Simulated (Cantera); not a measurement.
Abatement and gas-phase synthesis: SO₂ + H₂ + O₂

Input: 1 mol SO₂, 1.1 mol H₂, 7.5 mol O₂, at 2.00 bar.

These are equilibrium values from Cantera (NASA tables, ideal gas, pure condensed phases), not measurements of a reactor. Candidate condensed phases: H₂O, H₂SO₄, S; 19 gas species. The numbers say what is thermodynamically allowed, not how fast it happens.

```csv
T (°C),log p O₂,log p H₂O,log p SO₂,log p O,log p OH,log p H,log p SO
1452,0.19,-0.61,-0.66,-4.14,-2.96,-6.38,-5.84
1602,0.19,-0.62,-0.66,-3.53,-2.56,-5.53,-5.11
1752,0.19,-0.62,-0.66,-3.00,-2.23,-4.80,-4.48
1902,0.18,-0.63,-0.66,-2.55,-1.94,-4.18,-3.95
2052,0.18,-0.64,-0.66,-2.15,-1.70,-3.63,-3.48
2202,0.18,-0.65,-0.66,-1.80,-1.49,-3.16,-3.07
2352,0.17,-0.67,-0.67,-1.50,-1.30,-2.74,-2.71
2502,0.16,-0.71,-0.68,-1.23,-1.15,-2.37,-2.39
2652,0.15,-0.76,-0.69,-0.99,-1.02,-2.05,-2.10
2802,0.12,-0.82,-0.72,-0.77,-0.92,-1.77,-1.86
```
log p: log10 of the partial pressure in bar; nothing condenses.

From 1452 °C to 2802 °C nothing is condensed.
